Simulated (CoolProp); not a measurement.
Nitrous oxide along the isotherm 190.95 °C: Z from the reference equation and from simpler models built on Tc = 36.4 °C, pc = 72.45 bar, ω = 0.161; each cubic takes its own stable root.

The numbers come from the reference Helmholtz-energy equation of state, Lemmon 2006 in CoolProp. It is a short technical equation, of lower accuracy than the large ones.

```tsv
p (bar)	phase	reference	van der Waals	Redlich-Kwong	Soave-Redlich-Kwong	Peng-Robinson
1.58	gas	0.9982	0.9977	0.9979	0.9984	0.9978
3.6	gas	0.9958	0.9948	0.9952	0.9963	0.9951
8.19	gas	0.9905	0.9882	0.9890	0.9916	0.9889
18.6	gas	0.9785	0.9730	0.9752	0.9811	0.9751
42.4	gas	…	0.9378	0.9442	0.9581	0.9453
96.5	supercritical	0.8947	0.8572	0.8797	0.9132	0.8873
220	supercritical	0.8118	0.7498	…	0.8664	…
500	supercritical	0.9336	1.022	0.9379	1.004	0.9334
```

### Question
Fill in the missing entries.

### Answer

- 42.4, reference: 0.9516
- 220, Redlich-Kwong: 0.7975
- 220, Peng-Robinson: 0.8230
